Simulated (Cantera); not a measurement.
Input: 1 mol trisilylamine, 1 mol NH₃, 6.2 mol H₂, held at 1873.15 K and 1000 Pa.

These are equilibrium values from Cantera (NASA tables, ideal gas, pure condensed phases), not measurements of a reactor. Candidate condensed phases: Si, Si₃N₄; 18 gas species. The feed counts by its element totals alone. Gases not in the tables: Si₂H₆ and higher silanes. Rates play no part.

### Question
What is the equilibrium state?

### Answer
- x(H₂) = 0.917
- x(N₂) = 0.0754
- x(H) = 0.00619
- x(Si) = 0.000884
- x(SiH) = 7.88e-5
- x(SiH₂) = 4.50e-5
- x(Si₂N) = 1.30e-5
- x(SiN) = 8.73e-6
- x(Si₂) = 6.60e-6
- n(Si(l)) = 2.99 mol
- gas amount = 13.25 mol
